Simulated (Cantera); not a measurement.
What does this Cantera script print?

```python
import numpy as np
import cantera as ct

gas_names = """
    H H2 N NH NH2 NH3 N2 N2H2 N2H4 Si SiH SiH2 SiH3 SiH4 SiN Si2 Si2N Si3
""".split()
cond_names = """
    Si(cr) Si(L) Si3N4(a)
""".split()


# ... load() reads the species with a 1 bar reference pressure and builds the phases ...
atoms = {
    'SiH4': {'Si': 1, 'H': 4},
    'NH3': {'N': 1, 'H': 3},
    'H2': {'H': 2},
}
top_T = {'Si3N4(a)': 2400}  # K; cautious upper limits of use, not melting points


# ... equilibrate(T, P, feed) seeds the gas with the atoms and calls Mixture.equilibrate('TP', solver="vcs", rtol=1e-11, max_steps=5000) ...
results = []
feed = {'SiH4': 1, 'NH3': 0.31, 'H2': 22}  # mol
P = 67000  # Pa
for T in [1298, 1348, 1398, 1448, 1498, 1548, 1598, 1648, 1698, 1748, 1798, 1848]:
    mix = equilibrate(T, P, feed)
    results.append((T, P, feed, dict(zip(mix.species_names, mix.species_moles))))

top = {s: max(r[3][s] / sum(r[3][g] for g in gas_names) for r in results) for s in gas_names}
cols = sorted((s for s in top if top[s] > 1e-05), key=lambda s: -top[s])[:9]
seen = [c for c in cond_names if any(r[3].get(c, 0) > 1e-12 for r in results)]
print("log10 of partial pressures in bar; condensed amounts in mol")
print(f"{'T/K':>10s}" + "".join(f"{s[:9]:>10s}" for s in cols + seen))
for T, P, feed, n in results:
    ng = sum(n[g] for g in gas_names)
    print(f"{T:10.4g}" + "".join(f"{np.log10(max(n[s] / ng * P / 1e5, 1e-99)):10.3f}" for s in cols)
          + "".join(f"{n.get(c, 0):10.4g}" for c in seen))
```

Result:

```
log10 of partial pressures in bar; condensed amounts in mol
       T/K        H2        N2         H      SiH2    Si(cr)     Si(L)  Si3N4(a)
      1298    -0.174    -6.326    -6.057    -7.305    0.7675         0   0.07749
      1348    -0.174    -5.773    -5.723    -6.945    0.7676         0   0.07747
      1398    -0.174    -5.261    -5.412    -6.611    0.7678         0    0.0774
      1448    -0.174    -4.785    -5.122    -6.300    0.7684         0    0.0772
      1498    -0.174    -4.341    -4.852    -6.010    0.7699         0   0.07667
      1548    -0.174    -3.927    -4.599    -5.738    0.7739         0   0.07534
      1598    -0.174    -3.539    -4.361    -5.485    0.7832         0   0.07222
      1648    -0.174    -3.176    -4.138    -5.246    0.8039         0   0.06529
      1698    -0.175    -2.823    -3.927    -5.030         0    0.8497   0.04998
      1748    -0.176    -2.435    -3.729    -4.864         0    0.9692   0.01006
      1798    -0.177    -2.375    -3.542    -4.707         0     0.999         0
      1848    -0.177    -2.375    -3.364    -4.558         0    0.9985         0
```

These are equilibrium values from Cantera (NASA tables, ideal gas, pure condensed phases), not measurements of a reactor. Mutual solubility and eutectic melting of coexisting phases are not modelled. Gases not in the tables: Si2H6 and higher silanes.
